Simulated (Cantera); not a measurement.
An adiabatic, constant-pressure homogeneous reactor starts with C₃H₈ : O₂ : N₂ = 1 : 3.33 : 12.5 (molar parts), equivalence ratio 1.5, at 1775 K and 500000 Pa.

Detailed kinetics in Cantera: GRI-Mech 3.0 (53 species, 325 reactions). GRI-Mech 3.0 was tuned for natural gas; its chemistry of propane as a main component is partial and can be far from experiment.

One state of this run: T (K) = 2992; x C₃H₈ = <1e-12; x O₂ = 0.00182; x C₂H = <1e-12; x CH₄ = 2.70e-12; x H = 0.0168; x C₂H₂ = <1e-12; x H₂O₂ = 2.09e-7. x: mole fraction; the columns are a selection and need not sum to one.

Which value of t (s) does it belong to?
A. 3.89e-5
B. 3.39e-6
C. 0.0174
D. 1.15e-5

C, 0.0174
